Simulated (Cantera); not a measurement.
An adiabatic, constant-pressure homogeneous reactor starts with CO : H₂ : O₂ : N₂ = 1 : 0.15 : 0.24 : 0.901 (molar parts), equivalence ratio 2.4, at 1748 K and 100000 Pa. Integrator tolerance rtol = 1e-08.

Computed with Cantera and GRI-Mech 3.0 (53 species, 325 reactions).

What does this change do: CO 1 to 2.6 parts?


| quantity | before | after |
|---|---|---|
| time of steepest temperature rise | 13.4 µs | 20.4 µs |
| temperature at 5.00 s | 2874 K | 2613 K |
| equilibrium temperature | 2874 K | 2613 K |
| x(CO) at 5.00 s | 0.330 (gas-phase equilibrium 0.330) | 0.601 (gas-phase equilibrium 0.601) |
| x(H₂) at 5.00 s | 0.0144 (gas-phase equilibrium 0.0144) | 0.0173 (gas-phase equilibrium 0.0173) |
| x(O₂) at 5.00 s | 0.00796 (gas-phase equilibrium 0.00796) | 0.000140 (gas-phase equilibrium 0.000140) |
| x(NO) at 5.00 s | 0.00582 (gas-phase equilibrium 0.00582) | 0.000401 (gas-phase equilibrium 0.000401) |
| x(O) at 5.00 s | 0.00647 (gas-phase equilibrium 0.00647) | 0.000293 (gas-phase equilibrium 0.000293) |
| x(H) at 5.00 s | 0.0127 (gas-phase equilibrium 0.0127) | 0.00535 (gas-phase equilibrium 0.00535) |
| x(OH) at 5.00 s | 0.0117 (gas-phase equilibrium 0.0117) | 0.00147 (gas-phase equilibrium 0.00147) |

What does this change do: pressure from 100000 Pa to 560000 Pa?


```json
[
 {"quantity": "time of steepest temperature rise", "before": "13.4 µs", "after": "2.45 µs"},
 {"quantity": "temperature at 5.00 s", "before": "2874 K", "after": "3006 K"},
 {"quantity": "equilibrium temperature", "before": "2874 K", "after": "3006 K"},
 {"quantity": "x(CO) at 5.00 s", "before": "0.330 (gas-phase equilibrium 0.330)", "after": "0.325 (gas-phase equilibrium 0.325)"},
 {"quantity": "x(H₂) at 5.00 s", "before": "0.0144 (gas-phase equilibrium 0.0144)", "after": "0.0140 (gas-phase equilibrium 0.0140)"},
 {"quantity": "x(O₂) at 5.00 s", "before": "0.00796 (gas-phase equilibrium 0.00796)", "after": "0.00463 (gas-phase equilibrium 0.00463)"},
 {"quantity": "x(NO) at 5.00 s", "before": "0.00582 (gas-phase equilibrium 0.00582)", "after": "0.00529 (gas-phase equilibrium 0.00529)"},
 {"quantity": "x(O) at 5.00 s", "before": "0.00647 (gas-phase equilibrium 0.00647)", "after": "0.00335 (gas-phase equilibrium 0.00335)"},
 {"quantity": "x(H) at 5.00 s", "before": "0.0127 (gas-phase equilibrium 0.0127)", "after": "0.00811 (gas-phase equilibrium 0.00811)"},
 {"quantity": "x(OH) at 5.00 s", "before": "0.0117 (gas-phase equilibrium 0.0117)", "after": "0.00945 (gas-phase equilibrium 0.00945)"}
]
```
The hydrogen kinetics of GRI-Mech 3.0 are dated; newer H2 mechanisms differ, most at raised pressure. Above 3000 K some thermodynamic fits are extrapolated.

What does this change do: pressure from 100000 Pa to 59000 Pa?


```csv
quantity,before,after
time of steepest temperature rise,13.4 µs,22.2 µs
temperature at 5.00 s,2874 K,2831 K
equilibrium temperature,2874 K,2831 K
x(CO) at 5.00 s,0.330 (gas-phase equilibrium 0.330),0.332 (gas-phase equilibrium 0.332)
x(H₂) at 5.00 s,0.0144 (gas-phase equilibrium 0.0144),0.0145 (gas-phase equilibrium 0.0145)
x(O₂) at 5.00 s,0.00796 (gas-phase equilibrium 0.00796),0.00902 (gas-phase equilibrium 0.00902)
x(NO) at 5.00 s,0.00582 (gas-phase equilibrium 0.00582),0.00584 (gas-phase equilibrium 0.00584)
x(O) at 5.00 s,0.00647 (gas-phase equilibrium 0.00647),0.00761 (gas-phase equilibrium 0.00761)
x(H) at 5.00 s,0.0127 (gas-phase equilibrium 0.0127),0.0144 (gas-phase equilibrium 0.0144)
x(OH) at 5.00 s,0.0117 (gas-phase equilibrium 0.0117),0.0123 (gas-phase equilibrium 0.0123)
```
